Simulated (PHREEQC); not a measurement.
A solution holds 0.0052 mol/kgw FeCl3, 3.2e-05 mol/kgw MnSO4, 0.0067 mol/kgw ZnSO4 and 0.0012 mol/kgw CuSO4, at 65 °C. Closed to the air; pH follows from the charge balance.

Model: ion-association model, wateq4f.dat, run in PHREEQC.

This is a speciation only: nothing precipitates in the calculation.

Problem. Estimate the pH, ionic strength.

Solution. pH 2.67; ionic strength 0.0354 mol/kgw.

Problem. In which forms is Cl present?

Solution. Cl- 96 %, ZnCl+ 3.0 %, CuCl+ 0.7 %, FeCl+2 0.6 % of the Cl.

The solution is supersaturated, for example in Hematite (slow to form), Goethite (slow to form), so a real one may precipitate; this is no full list. At this temperature some constants are extrapolated from 25 °C, and those without enthalpy data are left unchanged.
